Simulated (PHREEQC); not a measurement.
Make-up at 20 °C: 0.013 mol/kgw NH4HF2 and 0.029 mol/kgw H2SO4. Closed to the air; pH follows from the charge balance.

Computed with PHREEQC (ion-association model, wateq4f.dat).

Question: The ionic strength comes out as 0.0549 mol/kgw. What activity coefficients do F-, HSO4-, SO4-2, NH4SO4-, HF2- get?

Answer: F- 0.81, HSO4- 0.82, SO4-2 0.45, NH4SO4- 0.82, HF2- 0.81.

Precipitation was switched off in this run. Complexes and solids missing from the database can't appear. wateq4f.dat counts part of the HF as a dimer, H2F2, which phreeqc.dat doesn't know; its constant is uncertain.
